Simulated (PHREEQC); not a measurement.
Make-up at 76 °C: 0.043 mol Cu(NO3)2, 0.00029 mol NaBr and 0.002 mol SrBr2 per kg of water. Closed to the air; pH follows from the charge balance.

Equilibrium calculation in PHREEQC: ion-association model, wateq4f.dat.

Task: The ionic strength comes out as 0.135 mol/kgw. What activity coefficients do Sr+2, Br-, H+, Cu2(OH)2+2, CuOH+ get?

Result: Sr+2 0.33, Br- 0.74, H+ 0.80, Cu2(OH)2+2 0.30, CuOH+ 0.73.

Precipitation was switched off in this run. Species that the database lacks are ignored. Away from 25 °C the constants follow the database's enthalpies or fits; those with neither stay at their 25 °C values.
